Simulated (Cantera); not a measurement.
Thermal oxidation and active oxidation of silicon: Si + O₂ + N₂

Feed: 1 mol Si, a varied amount of O₂, 9.1 mol N₂, held at 2000 °C and 0.0850 bar.

These are equilibrium values from Cantera (NASA tables, ideal gas, pure condensed phases), not measurements of a reactor. Candidate condensed phases: Si, SiO₂, Si₂N₂O, Si₃N₄; 16 gas species. The tables' values for SiN, SiO₂ are old estimates; treat these amounts as uncertain. The tables hold silica as quartz up to 1696 K and as liquid above; real silica turns to tridymite and cristobalite and melts near 1996 K. Kinetics and transport are ignored.

| n(O₂) (mol) | x N₂ | x O₂ | x SiO | x NO | x Si | x O | x Si₂N | n Si(l) | n SiO₂(l) |
|---|---|---|---|---|---|---|---|---|---|
| 0.15 | 0.959 | <1e-12 | 0.0316 | 2.17e-10 | 0.00860 | 8.85e-11 | 0.000377 | 0.604 | 0 |
| 0.38 | 0.914 | <1e-12 | 0.0764 | 5.12e-10 | 0.00860 | 2.14e-10 | 0.000368 | 0.140 | 0 |
| 0.62 | 0.922 | 7.62e-6 | 0.0772 | 9.66e-5 | 4.63e-8 | 4.01e-5 | <1e-12 | 0 | 0.237 |
| 0.85 | 0.967 | 4.35e-5 | 0.0323 | 0.000236 | 8.11e-9 | 9.59e-5 | <1e-12 | 0 | 0.694 |
| 1.1 | 0.983 | 0.00946 | 0.00219 | 0.00351 | 3.73e-11 | 0.00141 | <1e-12 | 0 | 0.978 |
| 1.3 | 0.962 | 0.0282 | 0.00127 | 0.00600 | 1.25e-11 | 0.00244 | <1e-12 | 0 | 0.986 |
| 1.6 | 0.931 | 0.0562 | 0.000899 | 0.00834 | 6.28e-12 | 0.00345 | <1e-12 | 0 | 0.989 |
| 1.8 | 0.911 | 0.0742 | 0.000782 | 0.00948 | 4.76e-12 | 0.00396 | <1e-12 | 0 | 0.990 |
| 2 | 0.893 | 0.0916 | 0.000704 | 0.0104 | 3.85e-12 | 0.00440 | <1e-12 | 0 | 0.991 |
x: gas mole fraction; n: condensed amount in mol.

From 0.15 mol O₂ to 0.38 mol O₂ the condensed part is Si(l). From 0.62 mol O₂ to 2 mol O₂ the condensed part is SiO₂(l). The main Si-bearing gas is SiO throughout. The share of Si in condensed phases is highest at 2 mol O₂ (99.1 %) and lowest at 0.38 mol O₂ (14.0 %).
